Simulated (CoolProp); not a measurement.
Vapour-liquid equilibrium of R22 (1) + R114 (2) at 25.75 °C; x and y are mole fractions of (1).

The numbers come from the multi-fluid Helmholtz-energy mixture model, Kamei 1995 and Platzer 1990; pair parameters Bell 2016 in CoolProp. This equation is an older, rougher fit; its heat capacities, sound speeds and derivatives of the liquid may be far off and weren't checked against measurements.

### Question
Give the bubble pressure and the first vapour's composition at x = 0.275, 0.8, 0.95. Is there an azeotrope?

### Answer
x = 0.275: 5.216 bar, y = 0.645; x = 0.8: 9.092 bar, y = 0.919; x = 0.95: 10.25 bar, y = 0.980. No azeotrope shows between x = 0.05 and 0.95.

The pair parameters rest on a limited set of measurements; away from them the model extrapolates.
